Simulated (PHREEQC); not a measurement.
**Alkaline etch or developer (model solution)**

Solution (25 °C): 0.008 mol/kgw NH3, 0.0015 mol/kgw H3BO3 and 4.1e-05 mol/kgw K3PO4. Closed to the air; pH follows from the charge balance.

The numbers come from PHREEQC with the ion-association model, phreeqc.dat.

```json
{
 "pH": "9.96",
 "ionic_strength": "0.00149 mol/kgw",
 "total_alkalinity": "8.08 meq/kg"
}
```

| species | molality | activity | log γ |
|---|---|---|---|
| NH3 | 0.00667 | 0.00668 | 0.000 |
| NH4+ | 0.00133 | 0.00127 | -0.019 |
| H2BO3- | 0.00127 | 0.00122 | -0.019 |
| H3BO3 | 0.000229 | 0.000229 | 0.000 |
| K+ | 0.000123 | 0.000118 | -0.019 |
| OH- | 9.75e-5 | 9.33e-5 | -0.019 |
| HPO4-2 | 4.07e-5 | 3.43e-5 | -0.074 |

Precipitation was switched off in this run.
